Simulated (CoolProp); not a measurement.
Model: reference Helmholtz-energy equation of state, Lemmon 2009, in CoolProp.

Question: For propane, give the phase and the cp (kJ/(kg K)), viscosity (µPa s) at 566.8 K and 1.63 bar; 566.8 K and 56.3 bar; 566.8 K and 213 bar.

Answer: 
- 566.8 K and 1.63 bar: gas; cp 2.80, viscosity 14.9
- 566.8 K and 56.3 bar: supercritical; cp 2.97, viscosity 16.8
- 566.8 K and 213 bar: supercritical; cp 3.36, viscosity 28.6

Viscosity comes from a separate model (Vogel 1998).
